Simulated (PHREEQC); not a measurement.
H3PO4 is added in steps, without added water, to 1 kg of water holding 0.005 mol Na2SO4, 5.6e-05 mol KCl and 0.0025 mol NaCl, at 25 °C. Oxygen alone is held at its pressure in air (log pO2 = -0.68). The system is closed to CO2. The run lets Halite, Sylvite precipitate or redissolve, and no other solid.

Base run: PHREEQC, ion-association model, phreeqc.dat. Each further column changes one thing. The table gives HSO4- (mol/kgw).

```csv
H3PO4 added (mol),base,database wateq4f.dat,metal-ligand complexes left out,Debye-Hückel limiting law,Davies equation for every ion
0,2.88e-8,2.86e-8,2.97e-8,2.66e-8,2.82e-8
0.0002125,4.62e-5,4.62e-5,4.74e-5,4.19e-5,4.51e-5
0.000425,9.00e-5,9.00e-5,9.23e-5,8.18e-5,8.79e-5
0.0006375,0.000132,0.000132,0.000135,0.000120,0.000129
0.00085,0.000172,0.000171,0.000176,0.000156,0.000168
0.001063,0.000210,0.000210,0.000215,0.000191,0.000205
0.001275,0.000246,0.000246,0.000253,0.000224,0.000241
0.001488,0.000281,0.000281,0.000288,0.000256,0.000275
0.0017,0.000315,0.000315,0.000323,0.000287,0.000308
```

 H3PO4, which wateq4f.dat lacks, is added to it with the constant of phreeqc.dat. phreeqc.dat and wateq4f.dat share most of their constants, so their agreement is no independent check. Solids allowed in the column 'database wateq4f.dat': Halite, Mirabilite.
